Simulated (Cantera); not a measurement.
## Si + Cl₂ + N₂ (silicon etching in halogen gases)

Feed: 1 mol Si, 0.64 mol Cl₂, 3.9 mol N₂, held at 1025 K.

Method: chemical equilibrium by Gibbs-energy minimisation in Cantera with the NASA 1993 tables (ideal gas, pure condensed phases). Candidate condensed phases: Si, Si₃N₄; 13 gas species. N₂ is the only nitrogen source here; it is nearly inert below about 1500 K, so the nitride shown seldom forms there in practice. The tables' values for SiCl₃ are old estimates; treat these amounts as uncertain. Equilibrium is a limit: real reactors are often held back by kinetics, nucleation or transport.

From 1.00e-5 bar to 1.00 bar the condensed part is Si₃N₄(s). The main Si-bearing gas is SiCl₄ throughout.

```csv
P (Pa),x N₂,x SiCl₄,x SiCl₃,x SiCl₂,x Cl,n Si₃N₄(s)
1,0.914,0.0816,0.00278,0.00197,2.41e-6,0.225
3.60,0.914,0.0833,0.00165,0.000685,1.15e-6,0.226
13,0.915,0.0841,0.000975,0.000236,5.45e-7,0.226
46,0.915,0.0845,0.000578,8.25e-5,2.61e-7,0.226
170,0.915,0.0847,0.000336,2.78e-5,1.22e-7,0.227
600,0.915,0.0848,0.000199,9.72e-6,5.84e-8,0.227
2200,0.915,0.0849,0.000116,3.29e-6,2.74e-8,0.227
7700,0.915,0.0849,6.87e-5,1.16e-6,1.32e-8,0.227
28000,0.915,0.0849,4.01e-5,3.96e-7,6.21e-9,0.227
100000,0.915,0.0849,2.36e-5,1.37e-7,2.95e-9,0.227
```
x: gas mole fraction; n: condensed amount in mol.
